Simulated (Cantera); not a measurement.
Feed: 1 mol HMDSO, 0.49 mol O2, 4.5 mol H2, held at 2100 K.

Cantera equilibrium calculation (NASA polynomials, part measured and part estimated; ideal gas, pure solids and liquids). Candidate condensed phases: C, C6H6, C7H8, C8H18, H2O, Si, SiC, SiO2; 123 gas species. The feed counts by its element totals alone. Gases not in the tables: Si2H6 and higher silanes. Equilibrium is a limit: real reactors are often held back by kinetics, nucleation or transport.

x: gas mole fraction; n: condensed amount in mol.

```tsv
P (Pa)	x H2	x H	x CO	x Si	x SiC2	x Si2C	x SiO	n C(graphite)	n SiC(s)
5	0.498	0.311	0.0954	0.0874	…	0.00150	0.000466	3.74	0
21	0.660	0.175	0.108	0.0495	…	0.00203	0.00126	2.91	0.945
85	0.771	0.0938	0.119	0.0122	…	0.000501	0.00138	2.23	1.74
350	0.823	0.0478	0.123	0.00297	…	0.000122	0.00143	2.08	1.92
1400	0.847	0.0242	0.125	0.000743	…	3.04e-5	0.00145	2.04	1.96
5900	0.859	0.0119	0.126	0.000176	…	7.21e-6	0.00146	2.03	1.97
24000	0.865	0.00592	0.126	4.33e-5	…	1.77e-6	0.00146	2.03	1.98
100000	0.868	0.00290	0.126	1.04e-5	…	4.26e-7	0.00147	2.02	1.98
```

Question: What belongs in the gaps?

Answer: 
- 5, x SiC2: 0.00564
- 21, x SiC2: 0.00319
- 85, x SiC2: 0.000789
- 350, x SiC2: 0.000192
- 1400, x SiC2: 4.79e-5
- 5900, x SiC2: 1.14e-5
- 24000, x SiC2: 2.79e-6
- 100000, x SiC2: 6.70e-7
